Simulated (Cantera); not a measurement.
Charge: 1 mol Si, 3 mol HCl, 14 mol H₂, equilibrated at 1023 K and 97.5 Torr.

Cantera's Mixture.equilibrate('TP', solver="vcs", rtol=1e-11, max_steps=5000) on the NASA tables stopped like this:

```
ERROR: FAILURE its = 5001!

*******************************************************************************
CanteraError thrown by MultiPhase::equilibrate:
VCS solver failed. Return code: -1
*******************************************************************************
```

Problem. What got this run through?

Solution. Several could match; the one computed here: The failure is numerical, not chemical. The same input converged with solver="gibbs", rtol=1e-10, max_steps=50000, and the result passed a check of the equilibrium conditions:
```
T = 1023 K  P = 13000 Pa  gas = 16.27 mol
   x: H2 9.365e-01  SiCL4 3.016e-02  HCL 1.748e-02  SiHCL3 1.367e-02  SiCL3 9.102e-04  SiH2CL2 6.863e-04  SiCL2 5.801e-04
   condensed (mol): Si(cr) 0.2514
```

The gas is ideal and each condensed phase is pure. The tables' values for SiCl3 are old estimates; treat these amounts as uncertain.
